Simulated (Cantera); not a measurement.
A perfectly stirred reactor is fed with 18.9 % C2H6, 81.1 % N2, at 0.0133 bar; it is held at 1800 K, and followed from long to short residence time.

Detailed kinetics in Cantera: GRI-Mech 3.0 (53 species, 325 reactions). GRI-Mech 3.0 stops at C3 and has no aromatics, soot or wall deposition, so with more carbon than oxygen in the feed, carbon stays in small species such as C2H2 where larger ones or solid carbon would form. Radical loss at walls, strong at low pressure, is not modelled.

One state of this run: x C2H6 = 0.000206; x C2H4 = 0.00116; x CH2 = 1.71e-5; x CH3 = 0.00331; x H2 = 0.242. x: mole fraction; the columns are a selection and need not sum to one.

Q: Which value of τ (s) does it belong to?
(A) 0.0098
(B) 0.00020
(C) 0.13
(D) 0.47

A: C, 0.13
